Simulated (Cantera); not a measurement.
A Cantera script and its output.

```python
import numpy as np
import cantera as ct

gas = ct.Solution("gri30.yaml")
gas.TPX = 1250, 13000, {'N2O': 0.57, 'O2': 0.053}
reactor = ct.IdealGasConstPressureReactor(gas, energy="off", clone=False)
net = ct.ReactorNet([reactor])
net.rtol, net.atol = 1e-08, 1e-18
show = ['N2O', 'O2', 'NO', 'NO2', 'N2', 'O']
times = np.geomspace(1e-06, 10, 10)

steps = ct.SolutionArray(gas, extra=["t"])
rows = []
print(f"{'t/s':>10s}{'T/K':>9s}{'P/Pa':>11s}" + "".join(f"{s:>11s}" for s in show))
for t in times:
    while net.time < t:
        t_next = net.step()
        steps.append(gas.state, t=t_next)
    rows.append([np.interp(t, steps.t, y) for y in (steps.T, steps.P, *steps(*show).X.T)])
    print(f"{t:10.3e}{rows[-1][0]:9.1f}{rows[-1][1]:11.4g}" + "".join(f"{x:11.3e}" for x in rows[-1][2:]))
rate = np.gradient(steps.T, steps.t)
print("integrator steps:", len(steps.t))
if steps.T.max() > steps.T[0] + 200:
    print(f"time of steepest temperature rise: {steps.t[rate.argmax()]:.4e} s")
gas.TPX = 1250, 13000, {'N2O': 0.57, 'O2': 0.053}
gas.equilibrate("TP")
print(f"equilibrium (TP): T = {gas.T:.1f} K  " + "  ".join(f"{s} {gas[s].X[0]:.3e}" for s in show))
```

Result:

```
       t/s      T/K       P/Pa        N2O         O2         NO        NO2         N2          O
 1.000e-06   1250.0    1.3e+04  9.149e-01  8.507e-02  2.682e-10  1.279e-19  9.142e-08  8.943e-08
 5.995e-06   1250.0    1.3e+04  9.149e-01  8.507e-02  9.236e-09  6.849e-17  5.745e-07  5.058e-07
 3.594e-05   1250.0    1.3e+04  9.149e-01  8.507e-02  2.671e-07  4.594e-14  4.179e-06  2.192e-06
 2.154e-04   1250.0    1.3e+04  9.149e-01  8.508e-02  3.952e-06  9.685e-12  3.321e-05  3.808e-06
 1.292e-03   1250.0    1.3e+04  9.146e-01  8.516e-02  2.847e-05  4.984e-10  2.156e-04  3.832e-06
 7.743e-03   1250.0    1.3e+04  9.129e-01  8.562e-02  1.753e-04  1.810e-08  1.308e-03  3.831e-06
 4.642e-02   1250.0    1.3e+04  9.028e-01  8.835e-02  1.047e-03  5.115e-07  7.798e-03  3.830e-06
 2.783e-01   1250.0    1.3e+04  8.453e-01  1.039e-01  6.008e-03  6.842e-06  4.478e-02  3.818e-06
 1.668e+00   1250.0    1.3e+04  5.844e-01  1.746e-01  2.837e-02  3.905e-05  2.126e-01  3.734e-06
 1.000e+01   1250.0    1.3e+04  1.018e-01  3.064e-01  6.755e-02  1.034e-04  5.241e-01  2.813e-06
integrator steps: 803
equilibrium (TP): T = 1250.0 K  N2O 7.379e-09  O2 3.721e-01  NO 3.370e-04  NO2 2.163e-06  N2 6.276e-01  O 1.179e-07
```

Model: GRI-Mech 3.0 (53 species, 325 reactions), integrated in Cantera. GRI-Mech 3.0 was tuned for natural gas; its chemistry of N2O as a main component is partial and can be far from experiment. The mechanism lacks the step 2 NO + O2 → 2 NO2, which can matter for NO2 below about 1400 K. The temperature is held fixed by assumption; the heat of reaction is taken as removed at once.
